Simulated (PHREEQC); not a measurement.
Make-up at 20 °C: 1.3 mmol/kgw Cu(NO3)2, 0.79 mmol/kgw H2SO4 and 0.83 mmol/kgw KCl. It is in equilibrium with CO2 at log p = -3.4 (atm). Otherwise closed; pH follows from the charge balance.

Equilibrium calculation in PHREEQC: ion-association model, wateq4f.dat.

```csv
quantity,before,after
pH,2.85,3.53
ionic strength (mol/kgw),0.00665,0.00512
SO4-2 (mol/kgw),0.000646,0.000136
HSO4- (mol/kgw),6.18e-5,2.77e-6
HCO3- (mol/kgw),5.00e-9,2.38e-8
```

### Question
Name the change that produced these shifts.
A) H2SO4 from 0.00079 to 0.000158 mol/kgw
B) KCl left out
C) Cu(NO3)2 left out
D) Cu(NO3)2 replaced by Mn(NO3)2 at the same molality
E) diluted 5-fold with water

### Answer
A, H2SO4 from 0.00079 to 0.000158 mol/kgw

This is a speciation only: nothing precipitates in the calculation.
